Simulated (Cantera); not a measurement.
Catalytic combustion on Pt

An isothermal plug-flow reactor at 950 K and 420000 Pa (inlet), inlet velocity 0.29 m/s, active area per volume 490 1/m; feed CH4 : O2 : N2 = 0.0047 : 0.081 : 0.79 (molar parts), equivalence ratio 0.12.

Model: Deutschmann's 1995 Pt surface mechanism with GRI-Mech 3.0 gas chemistry, integrated in Cantera. Catalytic surfaces can have several steady states; this one follows from the mechanism file's or the stated starting coverage. Mass transfer to the wall is taken as infinitely fast.

| z (m) | x CH4 | x O2 | x H2O | x CO2 | x CO | θ free Pt | θ O* | θ OH* |
|---|---|---|---|---|---|---|---|---|
| 0.00026 | 0.00534 | 0.0924 | 6.14e-5 | 2.94e-5 | 1.27e-6 | 0.0967 | 0.903 | 0.000293 |
| 0.00043 | 0.00532 | 0.0924 | 0.000101 | 4.92e-5 | 1.51e-6 | 0.0967 | 0.903 | 0.000359 |
| 0.00072 | 0.00528 | 0.0923 | 0.000169 | 8.30e-5 | 1.64e-6 | 0.0967 | 0.903 | 0.000449 |
| 0.0012 | 0.00523 | 0.0922 | 0.000281 | 0.000139 | 1.65e-6 | 0.0967 | 0.903 | 0.000566 |
| 0.002 | 0.00514 | 0.0920 | 0.000464 | 0.000230 | 1.63e-6 | 0.0967 | 0.903 | 0.000719 |
| 0.0034 | 0.00498 | 0.0917 | 0.000776 | 0.000386 | 1.58e-6 | 0.0967 | 0.902 | 0.000923 |
| 0.0056 | 0.00474 | 0.0912 | 0.00125 | 0.000623 | 1.50e-6 | 0.0968 | 0.902 | 0.00117 |
| 0.0093 | 0.00437 | 0.0905 | 0.00200 | 0.000996 | 1.39e-6 | 0.0969 | 0.902 | 0.00147 |
| 0.016 | 0.00376 | 0.0893 | 0.00321 | 0.00160 | 1.20e-6 | 0.0972 | 0.901 | 0.00186 |
| 0.026 | 0.00299 | 0.0878 | 0.00473 | 0.00235 | 9.73e-7 | 0.0975 | 0.900 | 0.00226 |
x: gas mole fraction; θ: surface coverage.
